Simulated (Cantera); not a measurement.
A Cantera script and what it prints.

```python
import numpy as np
import cantera as ct

gas_names = """
    C CH CH2 CH3 CH2OH CH3O CH4 CH3OH CO CO2 COOH C2 C2H CHCO,ketyl C2H2,acetylene C2H2,vinylidene
    CH2CO,ketene C2H3,vinyl CH3CO,acetyl C2H4 C2H4O,ethylen CH3CHO,ethanal CH3COOH (HCOOH)2 C2H5 C2H6
    CH3OCH3 C2H5OH C2O C3 C3H3,propargyl C3H4,allene C3H4,propyne C3H4,cyclo- C3H5,allyl C3H6,propylene
    C3H6,cyclo- C3H6O C3H7,n-propyl C3H7,i-propyl C3H8 C3H8O,1propanol C3H8O,2propanol C3O2 C4 C4H2
    C4H4,1,3-cyclo- C4H6,butadiene C4H6,2-butyne C4H6,cyclo- C4H8,1-butene C4H8,cis2-buten
    C4H8,tr2-butene C4H8,isobutene C4H8,cyclo- (CH3COOH)2 C4H9,n-butyl C4H9,i-butyl C4H9,s-butyl
    C4H9,t-butyl C4H10,isobutane C4H10,n-butane C5 C5H6,1,3cyclo- C5H8,cyclo- C5H10,1-pentene
    C5H10,cyclo- C5H11,pentyl C5H11,t-pentyl C5H12,n-pentane C5H12,i-pentane CH3C(CH3)2CH3 C6H2
    C6H5,phenyl C6H5O,phenoxy C6H6 C6H5OH,phenol C6H10,cyclo- C6H12,1-hexene C6H12,cyclo- C6H13,n-hexyl
    C7H7,benzyl C7H8 C7H8O,cresol C7H14,1-heptene C7H15,n-heptyl C7H16,n-heptane C8H8,styrene
    C8H10,ethylbenz C8H16,1-octene C8H17,n-octyl C8H18,isooctane C8H18,n-octane C9H19,n-nonyl
    C10H8,naphthale C10H21,n-decyl C12H9,o-bipheny C12H10,bipheny Fe FeC5O5 FeO Fe(OH)2 H HCO HO2 H2
    HCHO,formaldehy HCOOH H2O H2O2 O OH O2 O3
""".split()
cond_names = """
    C(gr) C6H6(L) C7H8(L) C8H18(L),n-octa Fe(a) Fe(c) Fe(d) Fe(L) FeC5O5(L) FeO(s) FeO(L) Fe(OH)2(s)
    Fe(OH)3(s) Fe2O3(s) Fe3O4(s) H2O(s) H2O(L)
""".split()


def load(file, names, dense=False):
    # The tables refer to 1 bar. Condensed volumes are neglected.
    table = {s.name: s for s in ct.Species.list_from_file(file)}
    out = []
    for n in names:
        d = dict(table[n].input_data)
        d["thermo"] = dict(d["thermo"], **{"reference-pressure": 1e5})
        if dense:
            d["equation-of-state"] = {"model": "constant-volume", "density": "1e6 g/cm^3"}
        out.append(ct.Species.from_dict(d))
    return out


gas = ct.Solution(thermo="ideal-gas", species=load("nasa_gas.yaml", gas_names))
cond = {s.name: ct.Solution(thermo="fixed-stoichiometry", species=[s], name=s.name)
        for s in load("nasa_condensed.yaml", cond_names, dense=True)}
atoms = {
    'Fe2O3': {'Fe': 2, 'O': 3},
    'CH4': {'C': 1, 'H': 4},
    'CO': {'C': 1, 'O': 1},
}
top_T = {'C(gr)': 4500, 'Fe2O3(s)': 1830, 'Fe3O4(s)': 1870}  # K; cautious upper limits of use, not melting points


def equilibrate(T, P, feed):
    n = {}
    for name, mol in feed.items():
        for a, k in atoms[name].items():
            n[a] = n.get(a, 0.0) + k * mol
    gas.TPX = T, P, n
    mass = sum(n.values()) * gas.mean_molecular_weight
    gas.equilibrate("TP")
    valid = [c for c in cond.values() if c.min_temp <= T <= top_T.get(c.name, c.max_temp)]
    mix = ct.Mixture([(gas, mass / gas.mean_molecular_weight)] + [(c, 0.0) for c in valid])
    mix.T, mix.P = T, P
    mix.equilibrate("TP", solver="vcs", rtol=1e-11, max_steps=5000)
    return mix


results = []
feed = {'Fe2O3': 1, 'CH4': 3.2, 'CO': 1.8}  # mol
P = 6000  # Pa
for T in [2250, 2300, 2350, 2400, 2450, 2500, 2550, 2600]:
    mix = equilibrate(T, P, feed)
    results.append((T, P, feed, dict(zip(mix.species_names, mix.species_moles))))

top = {s: max(r[3][s] / sum(r[3][g] for g in gas_names) for r in results) for s in gas_names}
cols = sorted((s for s in top if top[s] > 1e-06), key=lambda s: -top[s])[:6]
seen = [c for c in cond_names if any(r[3].get(c, 0) > 1e-12 for r in results)]
print("log10 of partial pressures in bar; condensed amounts in mol")
print(f"{'T/K':>10s}" + "".join(f"{s[:9]:>10s}" for s in cols + seen))
for T, P, feed, n in results:
    ng = sum(n[g] for g in gas_names)
    print(f"{T:10.4g}" + "".join(f"{np.log10(max(n[s] / ng * P / 1e5, 1e-99)):10.3f}" for s in cols)
          + "".join(f"{n.get(c, 0):10.4g}" for c in seen))
```

Result:

```
log10 of partial pressures in bar; condensed amounts in mol
       T/K        H2        CO        Fe         H C2H2,acet       C2H     C(gr)     Fe(L)
      2250    -1.513    -1.628    -2.362    -2.886    -3.988    -6.763    0.1579     1.116
      2300    -1.537    -1.648    -2.177    -2.783    -3.901    -6.492     0.146    0.5815
      2350    -1.562    -1.669    -2.049    -2.685    -3.820    -6.235    0.1316         0
      2400    -1.569    -1.671    -2.051    -2.583    -3.726    -5.980    0.1143         0
      2450    -1.578    -1.673    -2.053    -2.486    -3.637    -5.736   0.09375         0
      2500    -1.588    -1.676    -2.056    -2.394    -3.554    -5.503   0.06968         0
      2550    -1.601    -1.679    -2.060    -2.306    -3.477    -5.281   0.04167         0
      2600    -1.615    -1.683    -2.064    -2.224    -3.405    -5.069  0.009294         0
```

These are equilibrium values from Cantera (NASA tables, ideal gas, pure condensed phases), not measurements of a reactor. Iron dissolves carbon and melts from about 1420 K in contact with it, which pure phases cannot show. Condensed phases not in the tables: cementite and carbon dissolved in iron.
